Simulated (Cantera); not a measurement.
# Equilibrium for tantalum, niobium, vanadium and zirconium in process gases: Ta(OEt)5 + CO2

A closed system holds: 1 mol Ta(OEt)5, 0.11 mol CO2, equilibrated at 0.100 bar.

These are equilibrium values from Cantera (NASA tables, ideal gas, pure condensed phases), not measurements of a reactor. Candidate condensed phases: C, C6H6, C7H8, C8H18, H2O, Ta, TaC, Ta2O5; 113 gas species. The feed counts by its element totals alone. TaC: taken at fixed stoichiometry. Condensed phases not in the tables: Ta2C. Kinetics and transport are ignored.

From 1450 K to 2800 K the condensed part is C(graphite) + TaC(s).

| T (K) | x H2 | x CO | x H | x C2H2 (acetylene) | n C(graphite) | n TaC(s) |
|---|---|---|---|---|---|---|
| 1450 | 0.705 | 0.295 | 2.51e-5 | 3.44e-6 | 3.89 | 1.00 |
| 1600 | 0.705 | 0.295 | 0.000144 | 1.94e-5 | 3.89 | 1.00 |
| 1750 | 0.705 | 0.294 | 0.000617 | 8.10e-5 | 3.89 | 1.00 |
| 1900 | 0.703 | 0.294 | 0.00210 | 0.000269 | 3.88 | 1.00 |
| 2050 | 0.700 | 0.294 | 0.00600 | 0.000743 | 3.86 | 1.00 |
| 2200 | 0.691 | 0.292 | 0.0148 | 0.00177 | 3.83 | 1.00 |
| 2350 | 0.674 | 0.290 | 0.0324 | 0.00372 | 3.75 | 1.00 |
| 2500 | 0.644 | 0.285 | 0.0638 | 0.00697 | 3.63 | 1.00 |
| 2650 | 0.596 | 0.278 | 0.114 | 0.0117 | 3.43 | 1.00 |
| 2800 | 0.526 | 0.267 | 0.188 | 0.0176 | 3.13 | 1.00 |
x: gas mole fraction; n: condensed amount in mol.
